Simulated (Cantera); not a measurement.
# Gas activation for diamond growth

An isothermal, constant-pressure homogeneous reactor starts with CH4 : H2 : N2 : H2O = 0.0038 : 1 : 0.00033 : 0.031 (molar parts), at 2750 K and 20.0 Torr.

Detailed kinetics in Cantera: GRI-Mech 3.0 (53 species, 325 reactions). Radical loss at walls, strong at low pressure, is not modelled.

| t (s) | x CH4 | x H2 | x CH2 | x HCN | x H | x C2H |
|---|---|---|---|---|---|---|
| 6.00e-5 | 0.00346 | 0.964 | 1.21e-6 | 1.11e-12 | 0.00225 | 2.40e-11 |
| 0.000221 | 0.00313 | 0.958 | 8.21e-6 | 4.37e-11 | 0.00809 | 3.54e-9 |
| 0.000812 | 0.00216 | 0.941 | 4.72e-5 | 3.25e-9 | 0.0256 | 4.30e-7 |
| 0.00299 | 0.000392 | 0.916 | 3.84e-5 | 6.37e-8 | 0.0533 | 4.95e-6 |
| 0.0110 | 1.17e-5 | 0.886 | 3.11e-6 | 1.18e-7 | 0.0850 | 4.98e-7 |
| 0.0404 | 1.77e-12 | 0.808 | 2.19e-12 | 2.24e-10 | 0.164 | <1e-12 |
| 0.149 | <1e-12 | 0.679 | <1e-12 | 1.78e-11 | 0.295 | <1e-12 |
| 0.546 | <1e-12 | 0.638 | <1e-12 | 4.39e-11 | 0.337 | <1e-12 |
| 2.01 | <1e-12 | 0.638 | <1e-12 | 7.44e-11 | 0.337 | <1e-12 |
| 7.39 | <1e-12 | 0.638 | <1e-12 | 7.50e-11 | 0.337 | <1e-12 |
| 27.2 | <1e-12 | 0.638 | <1e-12 | 7.50e-11 | 0.337 | <1e-12 |
| 100 | <1e-12 | 0.638 | <1e-12 | 7.50e-11 | 0.337 | <1e-12 |
x: mole fraction; the columns are a selection and need not sum to one.

Equilibrium at this temperature and pressure: CH4 <1e-12, H2 0.638, CH2 <1e-12, HCN 7.50e-11, H 0.337, C2H <1e-12 (gas phase only).
